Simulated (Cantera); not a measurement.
An adiabatic, constant-volume homogeneous reactor starts with CH4 : C2H6 : O2 : N2 = 1 : 0.042 : 6.51 : 24.5 (molar parts), at 1475 K and 1000000 Pa. Integrator tolerance rtol = 1e-08.

Computed with Cantera and GRI-Mech 3.0 (53 species, 325 reactions).

Question: What does this change do: initial temperature 1475 to 1400 K?

Answer: 
```tsv
quantity	before	after
time of steepest temperature rise	88.8 µs	0.179 ms
temperature at 2.00 s	2327 K	2267 K
equilibrium temperature	2327 K	2267 K
x(CH4) at 2.00 s	<1e-12 (gas-phase equilibrium <1e-12)	<1e-12 (gas-phase equilibrium <1e-12)
x(C2H6) at 2.00 s	<1e-12 (gas-phase equilibrium <1e-12)	<1e-12 (gas-phase equilibrium <1e-12)
x(O2) at 2.00 s	0.129 (gas-phase equilibrium 0.129)	0.130 (gas-phase equilibrium 0.130)
x(CO) at 2.00 s	0.000324 (gas-phase equilibrium 0.000324)	0.000219 (gas-phase equilibrium 0.000219)
x(C2H2) at 2.00 s	<1e-12 (gas-phase equilibrium <1e-12)	<1e-12 (gas-phase equilibrium <1e-12)
x(OH) at 2.00 s	0.00289 (gas-phase equilibrium 0.00289)	0.00231 (gas-phase equilibrium 0.00231)
x(NO) at 2.00 s	0.0128 (gas-phase equilibrium 0.0128)	0.0113 (gas-phase equilibrium 0.0113)
```

Question: What does this change do: O2 6.51 to 9.8 parts?

Answer: 
| quantity | before | after |
|---|---|---|
| time of steepest temperature rise | 88.8 µs | 69.8 µs |
| temperature at 2.00 s | 2327 K | 2249 K |
| equilibrium temperature | 2327 K | 2249 K |
| x(CH4) at 2.00 s | <1e-12 (gas-phase equilibrium <1e-12) | <1e-12 (gas-phase equilibrium <1e-12) |
| x(C2H6) at 2.00 s | <1e-12 (gas-phase equilibrium <1e-12) | <1e-12 (gas-phase equilibrium <1e-12) |
| x(O2) at 2.00 s | 0.129 (gas-phase equilibrium 0.129) | 0.209 (gas-phase equilibrium 0.209) |
| x(CO) at 2.00 s | 0.000324 (gas-phase equilibrium 0.000324) | 0.000144 (gas-phase equilibrium 0.000144) |
| x(C2H2) at 2.00 s | <1e-12 (gas-phase equilibrium <1e-12) | <1e-12 (gas-phase equilibrium <1e-12) |
| x(OH) at 2.00 s | 0.00289 (gas-phase equilibrium 0.00289) | 0.00235 (gas-phase equilibrium 0.00235) |
| x(NO) at 2.00 s | 0.0128 (gas-phase equilibrium 0.0128) | 0.0132 (gas-phase equilibrium 0.0132) |
